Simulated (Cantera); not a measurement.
Ignition delay

Mixture: 4.70 % CH4, 20.0 % O2, 75.2 % N2, 0.136 % CO2, equivalence ratio 0.47, at 5.00 bar, adiabatic and at constant volume. Ignition delay is the time to a rise of 400 K.

Cantera simulation using GRI-Mech 3.0 (53 species, 325 reactions); the numbers are that mechanism's predictions, not measurements.

| T0 (K) | delay (ms) |
|---|---|
| 1050 | 58.0 |
| 1150 | 13.2 |
| 1250 | 3.58 |
| 1350 | 1.11 |
| 1450 | 0.391 |
| 1550 | 0.155 |
| 1650 | 0.0691 |
| 1750 | 0.0342 |
| 1850 | 0.0185 |

```
Quantity                                                 Value
--------------------------------------------------  ----------
apparent activation energy between 1650 and 1850 K  170 kJ/mol
```
